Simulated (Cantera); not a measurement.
Cantera run:

```python
import numpy as np
import cantera as ct

gas_names = """
    CO O2 CO2 O3 TaO2
""".split()
cond_names = """
    Ta2O5(s) Ta2O5(L) TaC(s) TaC(L) Ta(cr) Ta(L)
""".split()


# ... load() reads the species with a 1 bar reference pressure and builds the phases ...
species = {s.name: s for s in load("nasa_gas.yaml", gas_names) + load("nasa_condensed.yaml", cond_names)}
# Each term lists the table entries of one substance; the one whose range holds T is used.
reactions = {
    '2 Ta2O5 + 4 CO(g) = 4 TaC + 7 O2(g)':
        [(-2, ['Ta2O5(s)', 'Ta2O5(L)']), (-4, ['CO']), (4, ['TaC(s)', 'TaC(L)']), (7, ['O2'])],
    '3 Ta + 3 CO2(g) = 2 O3(g) + 3 TaC':
        [(-3, ['Ta(cr)', 'Ta(L)']), (-3, ['CO2']), (2, ['O3']), (3, ['TaC(s)', 'TaC(L)'])],
    '4 CO(g) + TaO2(g) = 3 CO2(g) + TaC':
        [(-4, ['CO']), (-1, ['TaO2']), (3, ['CO2']), (1, ['TaC(s)', 'TaC(L)'])],
}


def pick(names, T):
    return next(species[n] for n in names if species[n].thermo.min_temp <= T <= species[n].thermo.max_temp)


results = []
for label, terms in reactions.items():
    print(label)
    print("     T/K   dH/kJ  dS/(J/K)   dG/kJ   log10 K")
    for T in [898, 1098, 1298, 1498, 1698, 1898, 2098, 2298, 2498, 2698, 2898]:
        used = [(nu, pick(names, T)) for nu, names in terms]
        dH = sum(nu * s.thermo.h(T) for nu, s in used) / 1e6
        dS = sum(nu * s.thermo.s(T) for nu, s in used) / 1e3
        dG = dH - T * dS / 1e3
        logK = -dG * 1e6 / (ct.gas_constant * T * np.log(10))
        results.append((label, T, dH, dS, dG, logK, [s.name for _, s in used]))
        print(f"{T:8g} {dH:8.1f} {dS:8.1f} {dG:8.1f} {logK:8.2f}")
```

Result:

```
2 Ta2O5 + 4 CO(g) = 4 TaC + 7 O2(g)
     T/K   dH/kJ  dS/(J/K)   dG/kJ   log10 K
     898   3933.6    485.7   3497.5  -203.44
    1098   3923.7    475.8   3401.4  -161.81
    1298   3913.7    467.4   3307.1  -133.08
    1498   3903.8    460.3   3214.3  -112.08
    1698   3894.3    454.3   3122.9   -96.07
    1898   3885.5    449.4   3032.5   -83.46
    2098   3633.8    327.0   2947.8   -73.39
    2298   3609.6    316.0   2883.5   -65.54
    2498   3587.1    306.6   2821.3   -58.99
    2698   3566.3    298.6   2760.8   -53.45
    2898   3547.1    291.7   2701.8   -48.70
3 Ta + 3 CO2(g) = 2 O3(g) + 3 TaC
     T/K   dH/kJ  dS/(J/K)   dG/kJ   log10 K
     898   1041.0   -145.3   1171.5   -68.14
    1098   1044.6   -141.7   1200.2   -57.09
    1298   1047.8   -139.0   1228.2   -49.43
    1498   1051.5   -136.4   1255.8   -43.79
    1698   1056.1   -133.5   1282.8   -39.46
    1898   1062.3   -130.0   1309.1   -36.03
    2098   1070.3   -126.1   1334.8   -33.23
    2298   1080.1   -121.6   1359.5   -30.90
    2498   1091.7   -116.8   1383.4   -28.93
    2698   1104.8   -111.7   1406.2   -27.22
    2898   1119.0   -106.6   1428.1   -25.74
4 CO(g) + TaO2(g) = 3 CO2(g) + TaC
     T/K   dH/kJ  dS/(J/K)   dG/kJ   log10 K
     898   -674.7   -378.0   -335.3    19.51
    1098   -669.7   -372.9   -260.3    12.38
    1298   -664.0   -368.1   -186.2     7.49
    1498   -657.7   -363.6   -113.0     3.94
    1698   -651.0   -359.5    -40.7     1.25
    1898   -643.9   -355.5     30.8    -0.85
    2098   -636.4   -351.7    101.5    -2.53
    2298   -628.5   -348.1    171.5    -3.90
    2498   -620.3   -344.7    240.8    -5.03
    2698   -611.8   -341.4    309.4    -5.99
    2898   -603.0   -338.3    377.4    -6.80
```

Cantera with NASA thermochemical tables; ideal gases at 1 bar, condensed phases pure. TaC: taken at fixed stoichiometry. Condensed species are held in their standard states even where they would react or evaporate.
